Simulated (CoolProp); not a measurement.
A single-stage vapour-compression cycle with fluoroethane (R161): evaporating at 263.15 K (dew point), condensing at 285.15 K (bubble point), superheat 0 K, subcooling 2 K, compressor efficiency 0.6, no pressure losses. Each further row changes one setting.

Computed with CoolProp (reference Helmholtz-energy equation of state, Wu 2012).

| case | cooling COP | pressure ratio | discharge temperature (K) | refrigerating effect (kJ/kg) | volumetric capacity (kJ/m³) |
|---|---|---|---|---|---|
| as stated | 6.63 | 2.06 | 311.2 | 350 | 2580 |
| evaporating temperature 268.15 K | 8.89 | 1.73 | 304.8 | 354 | 3080 |
| condensing temperature 280.15 K | 8.75 | 1.77 | 301.1 | 361 | 2660 |
| subcooling 7 K | 6.83 | 2.06 | 311.2 | 361 | 2660 |
| superheat 10 K | 6.55 | 2.06 | 321.7 | 362 | 2540 |
| compressor efficiency 0.5 | 5.52 | 2.06 | 318.6 | 350 | 2580 |
